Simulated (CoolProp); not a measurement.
A simple Rankine cycle with R124: condensing at 302.15 K, boiler at 1.24 MPa, turbine inlet 347.5 K, turbine efficiency 0.8, pump efficiency 0.6, no recuperator. Each further row changes one setting.

The numbers come from the reference Helmholtz-energy equation of state, de Vries 1995 in CoolProp.

| case | thermal efficiency (%) | net work (kJ/kg) | heat in (kJ/kg) | turbine exit temperature (K) | volume ratio over the turbine |
|---|---|---|---|---|---|
| as stated | 7.8 | 13.2 | 168 | 315.4 | 3.04 |
| turbine inlet 367.5 K | 7.9 | 14.7 | 188 | 337.2 | 2.95 |
| condensing temperature 294.15 K | 9.3 | 16.5 | 177 | 309.2 | 3.89 |
| boiler pressure 0.868 MPa | 5.5 | 9.57 | 175 | 328.1 | 2.03 |
| turbine efficiency 0.7 | 6.8 | 11.4 | 168 | 317.6 | 3.07 |
